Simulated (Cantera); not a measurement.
What does this Cantera script print?

```python
import numpy as np
import cantera as ct

gas_names = """
    H H2 N NH NH2 NH3 N2 N2H2 N2H4 V VN
""".split()
cond_names = """
    V(cr) V(L) VN(s)
""".split()


# ... load() reads the species with a 1 bar reference pressure and builds the phases ...
atoms = {
    'V': {'V': 1},
    'NH3': {'N': 1, 'H': 3},
    'N2': {'N': 2},
}
top_T = {'VN(s)': 2300}  # K; cautious upper limits of use, not melting points


# ... equilibrate(T, P, feed) seeds the gas with the atoms and calls Mixture.equilibrate('TP', solver="vcs", rtol=1e-11, max_steps=5000) ...
results = []
feed = {'V': 1, 'NH3': 0.45, 'N2': 17}  # mol
T = 1825  # K
for P in [0.1, 1.5, 22, 320, 4600, 68000, 1000000]:
    mix = equilibrate(T, P, feed)
    results.append((T, P, feed, dict(zip(mix.species_names, mix.species_moles))))

top = {s: max(r[3][s] / sum(r[3][g] for g in gas_names) for r in results) for s in gas_names}
cols = sorted((s for s in top if top[s] > 1e-05), key=lambda s: -top[s])[:6]
seen = [c for c in cond_names if any(r[3].get(c, 0) > 1e-12 for r in results)]
print("log10 of partial pressures in bar; condensed amounts in mol")
print(f"{'P/Pa':>10s}" + "".join(f"{s[:9]:>10s}" for s in cols + seen))
for T, P, feed, n in results:
    ng = sum(n[g] for g in gas_names)
    print(f"{P:10.4g}" + "".join(f"{np.log10(max(n[s] / ng * P / 1e5, 1e-99)):10.3f}" for s in cols)
          + "".join(f"{n.get(c, 0):10.4g}" for c in seen))
```

Output:

```
log10 of partial pressures in bar; condensed amounts in mol
      P/Pa        N2         V         H        H2     V(cr)     VN(s)
       0.1    -6.051    -7.287    -7.328    -7.944         0         0
       1.5    -4.848    -6.901    -6.548    -6.383    0.8474         0
        22    -3.676    -6.936    -5.908    -5.103         0    0.9908
       320    -2.512    -7.518    -5.314    -3.915         0    0.9998
      4600    -1.355    -8.097    -4.732    -2.751         0         1
   6.8e+04    -0.185    -8.681    -4.146    -1.579         0         1
     1e+06     0.983    -9.265    -3.562    -0.411         0         1
```

Equilibrium computed with Cantera from the NASA thermochemical tables; the gas is ideal and each condensed phase is pure. VN: taken at fixed stoichiometry. Condensed phases not in the tables: V2N, N, O or C dissolved in the metal.
